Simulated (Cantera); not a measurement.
A diamond (100) surface in a fixed gas of H2 with x(CH4) = 0.0098, x(H) = 0.017, x(CH3) = 2.9e-05, at 1100 K; coverages are run to steady state.

Model: the Harris–Goodwin 1993 mechanism for the reconstructed diamond (100) surface, integrated in Cantera.

θ: site fractions in the mechanism's names (c6HH fully hydrogenated, c6H* and c6*H radical sites, c6** diradical, c6HM methylated).

```csv
P (Pa),growth (µm/h),θ c6HH,θ c6H*,θ c6*H,θ c6**,θ c6HM
370,0.0366,0.511,0.0279,0.442,0.0185,0.000254
670,0.0881,0.511,0.0279,0.442,0.0185,0.000347
1200,0.194,0.511,0.0279,0.442,0.0185,0.000433
2200,(withheld),0.511,0.0280,0.442,0.0185,(withheld)
4100,0.839,0.511,0.0280,0.442,0.0185,0.000556
7500,1.62,0.511,0.0282,0.442,0.0185,0.000587
14000,3.12,0.511,0.0284,0.441,0.0186,0.000607
25000,(withheld),0.511,0.0288,0.441,0.0186,0.000619
```

Question: What belongs in the gaps?

Answer: 
- 2200, growth (µm/h): 0.411
- 2200, θ c6HM: 0.000504
- 25000, growth (µm/h): 5.67
